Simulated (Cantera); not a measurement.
An isothermal, constant-pressure homogeneous reactor starts with H2 : O2 = 0.05 : 1 (molar parts), at 1423 K and 0.00130 bar.

Computed with Cantera and GRI-Mech 3.0 (53 species, 325 reactions). Radical loss at walls, strong at low pressure, is not modelled. The temperature is held fixed by assumption; the heat of reaction is taken as removed at once.

### Question
Predict: x(H2) at 8.00 s; x(O2) at 8.00 s; x(HO2) at 8.00 s; x(H2O) at 8.00 s; x(H) at 8.00 s.

### Answer
```
Property                                             Value
----------------  ----------------------------------------
x(H2) at 8.00 s   0.000394 (gas-phase equilibrium 8.91e-7)
x(O2) at 8.00 s        0.932 (gas-phase equilibrium 0.951)
x(HO2) at 8.00 s   1.30e-7 (gas-phase equilibrium 4.47e-8)
x(H2O) at 8.00 s     0.0448 (gas-phase equilibrium 0.0487)
x(H) at 8.00 s     0.00175 (gas-phase equilibrium 1.75e-7)
```
